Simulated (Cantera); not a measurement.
# Si + Cl₂ + H₂ (chlorosilane synthesis and conversion)

Input: 1 mol Si, 0.77 mol Cl₂, 4.2 mol H₂, held at 1348.15 K and 1.10 bar.

These are equilibrium values from Cantera (NASA tables, ideal gas, pure condensed phases), not measurements of a reactor. Candidate condensed phases: Si; 19 gas species. The tables' values for SiCl₃ are old estimates; treat these amounts as uncertain. The numbers say what is thermodynamically allowed, not how fast it happens.

* **x(H₂)**: 0.847
* **x(HCl)**: 0.0716
* **x(SiCl₄)**: 0.0312
* **x(SiHCl₃)**: 0.0210
* **x(SiCl₂)**: 0.0170
* **x(SiCl₃)**: 0.0103
* **x(SiH₂Cl₂)**: 0.00205
* **x(SiH₃Cl)**: 5.72e-5
* **x(H)**: 2.03e-6
* **n(Si(s))**: 0.617 mol
* **gas amount**: 4.691 mol
